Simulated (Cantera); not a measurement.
Cantera run:

```python
import numpy as np
import cantera as ct

gas_names = """
    B BH BH2 BH3 BN B2 H H2 N NH NH2 NH3 N2 N2H2 N2H4
""".split()
cond_names = """
    B(b) B(L) BN(s)
""".split()


# ... load() reads the species with a 1 bar reference pressure and builds the phases ...
atoms = {
    'B': {'B': 1},
    'NH3': {'N': 1, 'H': 3},
    'N2': {'N': 2},
}
top_T = {'BN(s)': 3200}  # K; cautious upper limits of use, not melting points


# ... equilibrate(T, P, feed) seeds the gas with the atoms and calls Mixture.equilibrate('TP', solver="vcs", rtol=1e-11, max_steps=5000) ...
results = []
feed = {'B': 1, 'NH3': 20, 'N2': 0.28}  # mol
P = 18  # Pa
for T in [1123, 1223, 1323, 1423, 1523, 1623, 1723, 1823, 1923, 2023, 2123, 2223, 2323, 2423]:
    mix = equilibrate(T, P, feed)
    results.append((T, P, feed, dict(zip(mix.species_names, mix.species_moles))))
    x = sorted(zip(gas.X, gas.species_names), reverse=True)
    print(f"T = {T:g} K  P = {P:g} Pa  gas = {mix.phase_moles(0):.4g} mol")
    print("   x: " + "  ".join(f"{s} {v:.3e}" for v, s in x if v > 1e-06))
    print("   condensed (mol): " + ("  ".join(f"{mix.phase(i).name} {mix.phase_moles(i):.4g}"
          for i in range(1, mix.n_phases) if mix.phase_moles(i) > 1e-12) or "none"))
```

Result:

```
T = 1123 K  P = 18 Pa  gas = 39.78 mol
   x: H2 7.541e-01  N2 2.459e-01  H 2.757e-06
   condensed (mol): BN(s) 1
T = 1223 K  P = 18 Pa  gas = 39.78 mol
   x: H2 7.541e-01  N2 2.458e-01  H 1.946e-05
   condensed (mol): BN(s) 1
T = 1323 K  P = 18 Pa  gas = 39.78 mol
   x: H2 7.541e-01  N2 2.458e-01  H 1.026e-04
   condensed (mol): BN(s) 1
T = 1423 K  P = 18 Pa  gas = 39.79 mol
   x: H2 7.538e-01  N2 2.458e-01  H 4.298e-04
   condensed (mol): BN(s) 1
T = 1523 K  P = 18 Pa  gas = 39.81 mol
   x: H2 7.528e-01  N2 2.457e-01  H 1.495e-03
   condensed (mol): BN(s) 1
T = 1623 K  P = 18 Pa  gas = 39.87 mol
   x: H2 7.502e-01  N2 2.453e-01  H 4.462e-03  BH2 1.214e-06
   condensed (mol): BN(s) 1
T = 1723 K  P = 18 Pa  gas = 40.01 mol
   x: H2 7.439e-01  N2 2.444e-01  H 1.172e-02  BH2 8.065e-06
   condensed (mol): BN(s) 0.9997
T = 1823 K  P = 18 Pa  gas = 40.34 mol
   x: H2 7.299e-01  N2 2.425e-01  H 2.759e-02  BH2 4.300e-05  B 1.120e-05
   condensed (mol): BN(s) 0.9978
T = 1923 K  P = 18 Pa  gas = 41 mol
   x: H2 7.021e-01  N2 2.387e-01  H 5.883e-02  BH2 1.887e-04  B 1.776e-04  BH 6.139e-06  BN 1.574e-06
   condensed (mol): BN(s) 0.9847
T = 2023 K  P = 18 Pa  gas = 42.76 mol
   x: H2 6.445e-01  N2 2.404e-01  H 1.136e-01  B 1.081e-03  BH2 3.437e-04  BH 2.454e-05  BN 7.346e-06
   condensed (mol): B(b) 0.9377
T = 2123 K  P = 18 Pa  gas = 45.04 mol
   x: H2 5.651e-01  N2 2.282e-01  H 2.010e-01  B 5.085e-03  BH2 5.138e-04  BH 7.672e-05  BN 2.638e-05
   condensed (mol): B(b) 0.7432
T = 2223 K  P = 18 Pa  gas = 49.11 mol
   x: H2 4.500e-01  H 3.203e-01  N2 2.093e-01  B 1.947e-02  BH2 6.228e-04  BH 1.919e-04  BN 7.743e-05
   condensed (mol): none
T = 2323 K  P = 18 Pa  gas = 53.72 mol
   x: H 4.637e-01  H2 3.264e-01  N2 1.913e-01  B 1.826e-02  BH2 1.824e-04  BH 1.152e-04  BN 5.665e-05  N 1.634e-06
   condensed (mol): none
T = 2423 K  P = 18 Pa  gas = 59.03 mol
   x: H 6.017e-01  H2 2.073e-01  N2 1.741e-01  B 1.678e-02  BH 6.496e-05  BH2 4.919e-05  BN 4.121e-05  N 4.356e-06
   condensed (mol): none
```

Cantera equilibrium calculation (NASA polynomials, part measured and part estimated; ideal gas, pure solids and liquids). The tables' values for BH2 are old estimates; treat these amounts as uncertain.
